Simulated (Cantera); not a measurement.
Feed: 1 mol SiO₂, 1 mol F₂, 17 mol H₂, held at 725 °C and 1.40e-5 bar.

Method: chemical equilibrium by Gibbs-energy minimisation in Cantera with the NASA 1993 tables (ideal gas, pure condensed phases). Candidate condensed phases: H₂O, Si, SiO₂; 38 gas species. Rates play no part.

Base state: H₂ 0.890, HF 0.106, H₂O 0.00255, SiF₄ 0.00128 (mole fractions); condensed: SiO₂(β-quartz).

**Question.** What changes in the equilibrium state with this change: pressure from 1.40e-5 bar to 0.000730 bar?

**Answer.** 
```csv
species,before,after
H₂,0.890,0.893
HF,0.106,0.0951
H₂O,0.00255,0.00824
SiF₄,0.00128,0.00412
"SiO₂(β-quartz), mol",0.977,0.926
```
